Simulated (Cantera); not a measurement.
Charge: 1 mol BN, 11 mol Cl2, 6.1 mol H2, held at 1.40 mbar.

Method: chemical equilibrium by Gibbs-energy minimisation in Cantera with the NASA 1993 tables (ideal gas, pure condensed phases). Candidate condensed phases: B, BN, NH4Cl; 21 gas species. Kinetics and transport are ignored.

Q: At 700 °C, list the 5 most abundant gas species with their mole fractions, and the condensed phases.

A: HCl 0.712, Cl2 0.197, BCl3 0.0584, N2 0.0292, Cl 0.00304. Condensed: gas only.
